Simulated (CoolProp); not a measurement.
Vapour-liquid equilibrium of ethylene (1) + propylene (2) at 333 kPa; x and y are mole fractions of (1).

Computed with CoolProp (multi-fluid Helmholtz-energy mixture model, Smukala 2000 and Lemmon 2013; pair parameters Bell 2016).

Q: Give the bubble temperature and the first vapour's composition at x = 0.05, 0.35, 0.85. Is there an azeotrope?

A: x = 0.05: 247.2 K, y = 0.279; x = 0.35: 215.9 K, y = 0.861; x = 0.85: 196.3 K, y = 0.987. No azeotrope shows between x = 0.05 and 0.95.

Pair parameters are fitted to limited data, so mixtures are less certain than the pure fluids. The gap from Raoult's law changes sign with composition, which may be real or a fault of the pair parameters; it wasn't checked against measurements.
